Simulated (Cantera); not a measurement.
Charge: 1 mol SiCl₄, 0.059 mol CH₄, 44 mol H₂, held at 1652 °C and 3.68 Torr.

Method: chemical equilibrium by Gibbs-energy minimisation in Cantera with the NASA 1993 tables (ideal gas, pure condensed phases). Candidate condensed phases: C, C₆H₆, C₇H₈, C₈H₁₈, Si, SiC; 109 gas species. Mutual solubility and eutectic melting of coexisting phases are not modelled. The tables' values for SiCl, SiCl₃ are old estimates; treat these amounts as uncertain. Gases not in the tables: Si₂H₆ and higher silanes. The numbers say what is thermodynamically allowed, not how fast it happens.

Base state: H₂ 0.908, HCl 0.0621, H 0.0130, SiCl₂ 0.0111, Si 0.00355, SiCl 0.000701, Cl 0.000669, SiH 0.000193 (mole fractions); condensed: Si(l) + SiC(s).

What changes in the equilibrium state with this change: CH₄ from 0.059 to 0.71 mol?


```json
[
 {"species": "H₂", "before": "0.908", "after": "0.907"},
 {"species": "HCl", "before": "0.0621", "after": "0.0733"},
 {"species": "H", "before": "0.0130", "after": "0.0130"},
 {"species": "SiCl₂", "before": "0.0111", "after": "0.00466"},
 {"species": "Si", "before": "0.00355", "after": "0.00107"},
 {"species": "Si₂", "before": "3.05e-5", "after": "2.74e-6"},
 {"species": "SiH₂", "before": "6.19e-5", "after": "1.85e-5"},
 {"species": "SiH", "before": "0.000193", "after": "5.78e-5"},
 {"species": "Si₂C", "before": "7.00e-5", "after": "2.10e-5"},
 {"species": "Si(l), mol", "before": "0.204", "after": "0"},
 {"species": "SiC(s), mol", "before": "0.0557", "after": "0.708"}
]
```
The tables' values for SiCl are old estimates; treat these amounts as uncertain.

What changes in the equilibrium state with this change: pressure from 3.68 Torr to 750 Torr?


| species | before | after |
|---|---|---|
| H₂ | 0.908 | 0.924 |
| HCl | 0.0621 | 0.0631 |
| SiCl₂ | 0.0111 | 0.0113 |
| H | 0.0130 | 0.000919 |
| Si | 0.00355 | 1.74e-5 |
| CH₄ | 8.68e-8 | 1.83e-5 |
| SiH₂Cl₂ | 1.24e-7 | 2.61e-5 |
| SiHCl₃ | 1.34e-7 | 2.83e-5 |
| Si₂ | 3.05e-5 | 1.49e-7 |
| Si(l), mol | 0.204 | 0.400 |
| SiC(s), mol | 0.0557 | 0.0581 |
The tables' values for SiCl₃, SiCl are old estimates; treat these amounts as uncertain.
